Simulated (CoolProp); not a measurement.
Vapour-liquid equilibrium of benzene (1) + m-xylene (2) at 0.0997 MPa; x and y are mole fractions of (1).

Computed with CoolProp (multi-fluid Helmholtz-energy mixture model, Thol 2012 and Zhou 2012; pair parameters Bell 2016).

Q: Give the bubble temperature and the first vapour's composition at x = 0.25, 0.45, 0.75. Is there an azeotrope?

A: x = 0.25: 113.6 °C, y = 0.624; x = 0.45: 100.9 °C, y = 0.814; x = 0.75: 87.6 °C, y = 0.946. No azeotrope shows between x = 0.05 and 0.95.

The pair parameters rest on a limited set of measurements; away from them the model extrapolates.
